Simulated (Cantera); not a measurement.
What does this Cantera script print?

```python
import numpy as np
import cantera as ct

gas = ct.Solution("gri30.yaml")


def delay(T, t_max=10):
    gas.TPX = T, 1200000, {'CH4': 1, 'O2': 3.7, 'N2': 13.9}
    reactor = ct.IdealGasReactor(gas, clone=False)
    net = ct.ReactorNet([reactor])
    net.rtol, net.atol = 1e-8, 1e-16
    while net.time < t_max:
        t_old, T_old = net.time, reactor.T
        net.step()
        if reactor.T > T + 400:  # ignition: a rise of 400 K
            return t_old + (T + 400 - T_old) / (reactor.T - T_old) * (net.time - t_old)
    return np.nan


taus = []
for T in [1100, 1175, 1250, 1325, 1400, 1475, 1550, 1625]:
    taus.append(delay(T))
    print(f"T0 = {T:6g} K   tau = {taus[-1]:.4e} s")
```

Result:

```
T0 =   1100 K   tau = 1.1214e-02 s
T0 =   1175 K   tau = 3.9865e-03 s
T0 =   1250 K   tau = 1.5828e-03 s
T0 =   1325 K   tau = 6.8073e-04 s
T0 =   1400 K   tau = 3.1247e-04 s
T0 =   1475 K   tau = 1.5197e-04 s
T0 =   1550 K   tau = 7.7985e-05 s
T0 =   1625 K   tau = 4.2127e-05 s
```

Cantera simulation using GRI-Mech 3.0 (53 species, 325 reactions); the numbers are that mechanism's predictions, not measurements. The pressure lies above the range GRI-Mech 3.0 was tuned for (to about 10 atm).
